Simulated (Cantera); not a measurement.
Input: 1 mol Si, 3.9 mol N2O, 100 mol N2, 0.04 mol CO2, equilibrated at 1025 K and 0.00165 Torr.

These are equilibrium values from Cantera (NASA tables, ideal gas, pure condensed phases), not measurements of a reactor. Candidate condensed phases: C, Si, SiC, SiO2, Si2N2O, Si3N4; 34 gas species. Rates play no part.

Task: What is the equilibrium state?

Result: 
```
Item                                       Result
--------------------------------------  ---------
x(N2)                                       0.991
x(O2)                                     0.00905
x(CO2)                                   0.000381
x(NO)                                     9.52e-6
n(SiO2(β-quartz))                        1.00 mol
gas amount                              104.9 mol
log10 activity of C(graphite) (absent)     -21.55
log10 activity of Si(s) (absent)           -29.29
```
